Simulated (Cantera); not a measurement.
# Equilibrium for silicon carbide growth: (CH₃)₂SiCl₂ + CH₄ + H₂

Input: 1 mol (CH₃)₂SiCl₂, 0.027 mol CH₄, 5.1 mol H₂, equilibrated at 1573.15 K and 3.80 mbar.

Equilibrium computed with Cantera from the NASA thermochemical tables; the gas is ideal and each condensed phase is pure. Candidate condensed phases: C, C₆H₆, C₇H₈, C₈H₁₈, Si, SiC; 109 gas species. The feed counts by its element totals alone. The tables' values for SiCl₃ are old estimates; treat these amounts as uncertain. Equilibrium is a limit: real reactors are often held back by kinetics, nucleation or transport.

The x(H₂) is 0.783, the x(HCl) is 0.214 and the x(SiCl₂) comes out as 0.00190. The x(H) is 0.000585 and the x(Cl) comes out as 0.000127. The x(SiCl₃) is 4.52e-5. The x(C₂H₂ (acetylene)) is 1.62e-5. The x(CH₄) is 4.27e-6, the x(SiCl₄) comes out as 2.82e-6 and the n(C(graphite)) is 1.04 mol. The n(SiC(s)) is 0.982 mol, the gas amount comes out as 9.157 mol and the log10 activity of Si(s) (absent) is -2.02.
